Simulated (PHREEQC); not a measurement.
Solution (25 °C): 0.21 mol/kgw HF, 0.034 mol/kgw (CH3)4NF and 8.2e-05 mol/kgw HCl. Closed to the air; pH follows from the charge balance.

The numbers come from PHREEQC with the ion-association model, wateq4f.dat.

Each row changes one thing in this solution. This is a speciation only: nothing precipitates in the calculation.

```json
[
 {"case": "as made", "pH": "2.43", "ionic strength (mol/kgw)": "0.0383", "HF (mol/kgw)": "0.119", "H2F2 (mol/kgw)": "0.0373", "F- (mol/kgw)": "0.0261", "HF2- (mol/kgw)": "0.0120"},
 {"case": "(CH3)4NF from 0.034 to 0.051 mol/kgw", "pH": "2.58", "ionic strength (mol/kgw)": "0.0541", "HF (mol/kgw)": "0.117", "H2F2 (mol/kgw)": "0.0363", "F- (mol/kgw)": "0.0371", "HF2- (mol/kgw)": "0.0169"},
 {"case": "(CH3)4NF from 0.034 to 0.0034 mol/kgw", "pH": "2.02", "ionic strength (mol/kgw)": "0.0140", "HF (mol/kgw)": "0.120", "H2F2 (mol/kgw)": "0.0376", "F- (mol/kgw)": "0.00950", "HF2- (mol/kgw)": "0.00439"},
 {"case": "0.0034 mol/kgw NaI added", "pH": "2.43", "ionic strength (mol/kgw)": "0.0417", "HF (mol/kgw)": "0.119", "H2F2 (mol/kgw)": "0.0373", "F- (mol/kgw)": "0.0261", "HF2- (mol/kgw)": "0.0121"},
 {"case": "(CH3)4NF from 0.034 to 0.17 mol/kgw", "pH": "3.09", "ionic strength (mol/kgw)": "0.171", "HF (mol/kgw)": "0.102", "H2F2 (mol/kgw)": "0.0285", "F- (mol/kgw)": "0.121", "HF2- (mol/kgw)": "0.0496"},
 {"case": "(CH3)4NF from 0.034 to 0.0068 mol/kgw", "pH": "2.08", "ionic strength (mol/kgw)": "0.0161", "HF (mol/kgw)": "0.120", "H2F2 (mol/kgw)": "0.0378", "F- (mol/kgw)": "0.0110", "HF2- (mol/kgw)": "0.00507"},
 {"case": "HCl from 8.2e-05 to 4.1e-05 mol/kgw", "pH": "2.43", "ionic strength (mol/kgw)": "0.0383", "HF (mol/kgw)": "0.119", "H2F2 (mol/kgw)": "0.0373", "F- (mol/kgw)": "0.0262", "HF2- (mol/kgw)": "0.0121"}
]
```

(CH3)4N+ isn't in the database: it is added as a free cation with an ion size of 4 Å. wateq4f.dat counts part of the HF as a dimer, H2F2, which phreeqc.dat doesn't know; its constant is uncertain.
